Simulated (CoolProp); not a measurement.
Properties of water along the isotherm 1000 K (Tc = 647.1 K, pc = 22.06 MPa, ω = 0.344).

Values from CoolProp's reference Helmholtz-energy equation of state, Wagner 2002.

```json
[
 {"p (MPa)": "10", "phase": "gas", "density (kg/m³)": "22.24", "cv (kJ/(kg K))": "1.884", "speed of sound (m/s)": "753.0", "viscosity (µPa s)": "38.1", "Prandtl number": "0.898"},
 {"p (MPa)": "20", "phase": "gas", "density (kg/m³)": "45.70", "cv (kJ/(kg K))": "1.940", "speed of sound (m/s)": "746.7", "viscosity (µPa s)": "38.9", "Prandtl number": "0.897"},
 {"p (MPa)": "30", "phase": "supercritical", "density (kg/m³)": "70.42", "cv (kJ/(kg K))": "1.996", "speed of sound (m/s)": "742.0", "viscosity (µPa s)": "39.8", "Prandtl number": "0.897"},
 {"p (MPa)": "40", "phase": "supercritical", "density (kg/m³)": "96.39", "cv (kJ/(kg K))": "2.051", "speed of sound (m/s)": "739.6", "viscosity (µPa s)": "40.9", "Prandtl number": "0.896"},
 {"p (MPa)": "50", "phase": "supercritical", "density (kg/m³)": "123.5", "cv (kJ/(kg K))": "2.103", "speed of sound (m/s)": "740.0", "viscosity (µPa s)": "42.2", "Prandtl number": "0.894"},
 {"p (MPa)": "60", "phase": "supercritical", "density (kg/m³)": "151.5", "cv (kJ/(kg K))": "2.151", "speed of sound (m/s)": "743.7", "viscosity (µPa s)": "43.7", "Prandtl number": "0.890"},
 {"p (MPa)": "70", "phase": "supercritical", "density (kg/m³)": "180.0", "cv (kJ/(kg K))": "2.194", "speed of sound (m/s)": "750.8", "viscosity (µPa s)": "45.3", "Prandtl number": "0.883"},
 {"p (MPa)": "80", "phase": "supercritical", "density (kg/m³)": "208.8", "cv (kJ/(kg K))": "2.233", "speed of sound (m/s)": "761.4", "viscosity (µPa s)": "47.0", "Prandtl number": "0.873"},
 {"p (MPa)": "90", "phase": "supercritical", "density (kg/m³)": "237.4", "cv (kJ/(kg K))": "2.266", "speed of sound (m/s)": "775.3", "viscosity (µPa s)": "48.7", "Prandtl number": "0.860"},
 {"p (MPa)": "100", "phase": "supercritical", "density (kg/m³)": "265.4", "cv (kJ/(kg K))": "2.295", "speed of sound (m/s)": "792.5", "viscosity (µPa s)": "50.5", "Prandtl number": "0.845"}
]
```

Viscosity comes from a separate model (Huber 2009). Thermal conductivity comes from a separate model (Huber 2012).
